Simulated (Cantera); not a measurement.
# Carbon deposition, reforming and gasification: C2H4 + NH3

Feed: 1 mol C2H4, 0.05 mol NH3, held at 1.05 Torr.

Equilibrium computed with Cantera from the NASA thermochemical tables; the gas is ideal and each condensed phase is pure. Candidate condensed phases: C, C6H6, C7H8, C8H18; 92 gas species. Kinetics and transport are ignored.

```csv
T (°C),x H2,x N2,x H,x CH4,x HCN,x C2H2 (acetylene),n C(graphite)
452,0.981,0.0120,2.47e-12,0.00692,1.27e-9,<1e-12,1.99
552,0.987,0.0119,2.11e-10,0.00123,1.87e-8,3.57e-12,2.00
652,0.988,0.0119,6.92e-9,0.000310,1.53e-7,1.25e-10,2.00
752,0.988,0.0119,1.16e-7,0.000100,8.32e-7,2.18e-9,2.00
852,0.988,0.0119,1.18e-6,3.94e-5,3.33e-6,2.27e-8,2.00
952,0.988,0.0119,8.28e-6,1.79e-5,1.06e-5,1.60e-7,2.00
1052,0.988,0.0119,4.34e-5,9.18e-6,2.83e-5,8.41e-7,2.00
1152,0.988,0.0119,0.000181,5.15e-6,6.56e-5,3.48e-6,2.00
1252,0.987,0.0118,0.000628,3.11e-6,0.000136,1.19e-5,2.00
1352,0.986,0.0118,0.00187,2.00e-6,0.000257,3.51e-5,2.00
1452,0.983,0.0116,0.00492,1.35e-6,0.000448,9.06e-5,2.00
1552,0.976,0.0115,0.0116,9.45e-7,0.000732,0.000210,2.00
```
x: gas mole fraction; n: condensed amount in mol.

From 452 °C to 1552 °C the condensed part is C(graphite). The main C-bearing gas is CH4 at 452 °C and HCN at 1552 °C.
